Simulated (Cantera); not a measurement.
Input (Python, Cantera):

```python
import numpy as np
import cantera as ct

gas = ct.Solution("gri30.yaml")
gas.TPX = 1700, 65000, {'H2': 1, 'O2': 0.238, 'N2': 0.895}
reactor = ct.IdealGasReactor(gas, energy="on", clone=False)
net = ct.ReactorNet([reactor])
net.rtol, net.atol = 1e-08, 1e-16
show = ['H2', 'O2', 'NO2', 'OH', 'NO', 'H', 'N2O']
times = np.geomspace(7e-06, 1, 10)

steps = ct.SolutionArray(gas, extra=["t"])
rows = []
print(f"{'t/s':>10s}{'T/K':>9s}{'P/Pa':>11s}" + "".join(f"{s:>11s}" for s in show))
for t in times:
    while net.time < t:
        t_next = net.step()
        steps.append(gas.state, t=t_next)
    rows.append([np.interp(t, steps.t, y) for y in (steps.T, steps.P, *steps(*show).X.T)])
    print(f"{t:10.3e}{rows[-1][0]:9.1f}{rows[-1][1]:11.4g}" + "".join(f"{x:11.3e}" for x in rows[-1][2:]))
rate = np.gradient(steps.T, steps.t)
print("integrator steps:", len(steps.t))
if steps.T.max() > steps.T[0] + 200:
    print(f"time of steepest temperature rise: {steps.t[rate.argmax()]:.4e} s")
gas.TPX = 1700, 65000, {'H2': 1, 'O2': 0.238, 'N2': 0.895}
gas.equilibrate("UV")
print(f"equilibrium (UV): T = {gas.T:.1f} K  " + "  ".join(f"{s} {gas[s].X[0]:.3e}" for s in show))
```

Result:

```
       t/s      T/K       P/Pa         H2         O2        NO2         OH         NO          H        N2O
 7.000e-06   1701.2  6.505e+04  4.665e-01  1.107e-01  1.499e-15  1.170e-04  2.070e-11  1.419e-03  1.082e-10
 2.617e-05   2153.0  8.072e+04  2.032e-01  3.624e-03  1.333e-10  1.785e-02  1.019e-05  1.449e-01  7.964e-09
 9.787e-05   2730.7  9.849e+04  2.359e-01  1.605e-03  3.192e-09  1.969e-02  1.126e-04  8.440e-02  3.121e-08
 3.659e-04   2935.0  1.043e+05  2.469e-01  9.655e-04  3.877e-08  1.749e-02  9.268e-04  6.325e-02  7.717e-08
 1.368e-03   2931.8  1.042e+05  2.481e-01  9.262e-04  8.695e-08  1.714e-02  2.114e-03  6.263e-02  9.411e-08
 5.116e-03   2931.5  1.042e+05  2.482e-01  9.233e-04  9.056e-08  1.712e-02  2.205e-03  6.259e-02  9.594e-08
 1.913e-02   2931.5  1.042e+05  2.482e-01  9.233e-04  9.056e-08  1.712e-02  2.205e-03  6.259e-02  9.594e-08
 7.153e-02   2931.5  1.042e+05  2.482e-01  9.233e-04  9.056e-08  1.712e-02  2.205e-03  6.259e-02  9.594e-08
 2.674e-01   2931.5  1.042e+05  2.482e-01  9.233e-04  9.056e-08  1.712e-02  2.205e-03  6.259e-02  9.594e-08
 1.000e+00   2931.5  1.042e+05  2.482e-01  9.233e-04  9.056e-08  1.712e-02  2.205e-03  6.259e-02  9.594e-08
integrator steps: 1112
time of steepest temperature rise: 1.2139e-05 s
equilibrium (UV): T = 2931.5 K  H2 2.482e-01  O2 9.233e-04  NO2 9.056e-08  OH 1.712e-02  NO 2.205e-03  H 6.259e-02  N2O 9.594e-08
```

Cantera simulation using GRI-Mech 3.0 (53 species, 325 reactions); the numbers are that mechanism's predictions, not measurements.
